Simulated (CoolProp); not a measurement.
R115 at 298.15 K and 5.03 MPa is throttled through a valve to 1.99 MPa with no heat exchange. Each further row changes one setting.

Computed with CoolProp (reference Helmholtz-energy equation of state, Lemmon 2016).

```tsv
case	temperature change (K)	final phase	final density (kg/m³)
as stated	-0.1	liquid	1300
outlet pressure 0.597 MPa	-15.0	two-phase, vapour fraction 0.155	252
outlet pressure 2.59 MPa	-0.0	liquid	1310
```
